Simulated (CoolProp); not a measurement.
Vapour pressure (kPa) of ethanol: the reference equation beside estimates from Tc = 514.7 K, pc = 6268 kPa, ω = 0.644. Clausius-Clapeyron is anchored at 317.1 K with a constant enthalpy of vaporisation of 41.40 kJ/mol.

Model: reference Helmholtz-energy equation of state, Schroeder 2014, in CoolProp.

| T (K) | reference | Lee-Kesler | Clausius-Clapeyron | van der Waals | Soave-Redlich-Kwong | Peng-Robinson |
|---|---|---|---|---|---|---|
| 317.1 | 21.86 | 21.11 | 21.86 | 633.2 | 21.02 | 22.68 |
| 321.5 | 27.16 | 26.42 | 27.10 | 684.1 | 26.33 | 28.23 |
| 325.8 | 33.35 | 32.67 | 33.24 | 736.5 | 32.57 | 34.72 |
| 330.2 | 40.90 | 40.29 | 40.75 | 792.8 | 40.19 | 42.60 |
| 334.6 | 49.85 | 49.35 | 49.69 | 852.0 | 49.25 | 51.93 |
| 338.9 | 60.13 | 59.77 | 60.02 | 912.5 | 59.68 | 62.63 |
| 343.3 | 72.45 | 72.26 | 72.45 | 977.4 | 72.19 | 75.40 |
| 347.7 | 86.80 | 86.82 | 87.05 | 1045 | 86.79 | 90.25 |
| 352.1 | 103.5 | 103.7 | 104.1 | 1116 | 103.7 | 107.4 |
| 356.4 | 122.2 | 122.7 | 123.5 | 1188 | 122.8 | 126.7 |

Absolute difference from the reference over all 10 rows, mean and median: Lee-Kesler 1.2 and 0.8 %, Clausius-Clapeyron 0.3 and 0.3 %, van der Waals 1639.2 and 1513.3 %, Soave-Redlich-Kwong 1.4 and 1.0 %, Peng-Robinson 4.0 and 4.0 %.
